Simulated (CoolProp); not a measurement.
Normal hydrogen along the isobar 1.48 MPa: density (kg/m³) from the reference equation and from simpler models built on Tc = 33.1 K, pc = 1.296 MPa, ω = -0.219; each cubic takes its own stable root.

Computed with CoolProp (reference Helmholtz-energy equation of state, Leachman 2009).

```tsv
T (K)	phase	reference
21.4	liquid	71.49
29.5	liquid	59.40
37.6	supercritical	14.35
45.7	supercritical	9.380
53.8	supercritical	7.357
61.9	supercritical	6.144
70	supercritical	5.310
78.1	supercritical	4.692
86.1	supercritical	4.217
94.2	supercritical	3.830
102.3	supercritical	3.511
110.4	supercritical	3.243
118.5	supercritical	3.014
126.6	supercritical	2.817
```

### Question
How far does each simpler model (Redlich-Kwong, Soave-Redlich-Kwong, Peng-Robinson) lie from the reference over these 14 states: mean and median of the absolute difference, and the worst?

### Answer
- Redlich-Kwong: mean 2.6 %, median 1.1 %, worst +17.8 % at 21.4 K and 1.48 MPa
- Soave-Redlich-Kwong: mean 1.7 %, median 0.9 %, worst +10.3 % at 21.4 K and 1.48 MPa
- Peng-Robinson: mean 5.4 %, median 3.1 %, worst +23.9 % at 21.4 K and 1.48 MPa
